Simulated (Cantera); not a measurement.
An isothermal, constant-pressure homogeneous reactor starts with NH3 : H2 = 1 : 3.2 (molar parts), at 1400 K and 101000 Pa. Integrator tolerance rtol = 1e-08.

Model: the gas-phase N/H chemistry of the illustrative SiF4/NH3 mechanism in the Surface Chemkin manual (1991), integrated in Cantera. Walls and surfaces, which speed up NH3 decomposition in real reactors, are not modelled.

What does this change do: H2 3.2 to 0.52 parts?


```json
[
 {"quantity": "x(NH3) at 70.0 s", "before": "0.232 (gas-phase equilibrium 2.27e-5)", "after": "0.578 (gas-phase equilibrium 2.72e-5)"},
 {"quantity": "x(H2) at 70.0 s", "before": "0.765 (gas-phase equilibrium 0.904)", "after": "0.398 (gas-phase equilibrium 0.802)"},
 {"quantity": "x(N2H4) at 70.0 s", "before": "3.56e-9 (gas-phase equilibrium <1e-12)", "after": "3.32e-8 (gas-phase equilibrium <1e-12)"},
 {"quantity": "x(NH) at 70.0 s", "before": "1.77e-9 (gas-phase equilibrium <1e-12)", "after": "6.63e-9 (gas-phase equilibrium <1e-12)"},
 {"quantity": "x(H) at 70.0 s", "before": "4.13e-6 (gas-phase equilibrium 4.62e-6)", "after": "2.64e-6 (gas-phase equilibrium 4.35e-6)"}
]
```

What does this change do: temperature 1400 to 2125 K?


| quantity | before | after |
|---|---|---|
| x(NH3) at 70.0 s | 0.232 (gas-phase equilibrium 2.27e-5) | 4.43e-6 (gas-phase equilibrium 4.43e-6) |
| x(H2) at 70.0 s | 0.765 (gas-phase equilibrium 0.904) | 0.901 (gas-phase equilibrium 0.901) |
| x(N2H4) at 70.0 s | 3.56e-9 (gas-phase equilibrium <1e-12) | <1e-12 (gas-phase equilibrium <1e-12) |
| x(NH) at 70.0 s | 1.77e-9 (gas-phase equilibrium <1e-12) | 5.45e-9 (gas-phase equilibrium 5.44e-9) |
| x(H) at 70.0 s | 4.13e-6 (gas-phase equilibrium 4.62e-6) | 0.00345 (gas-phase equilibrium 0.00345) |
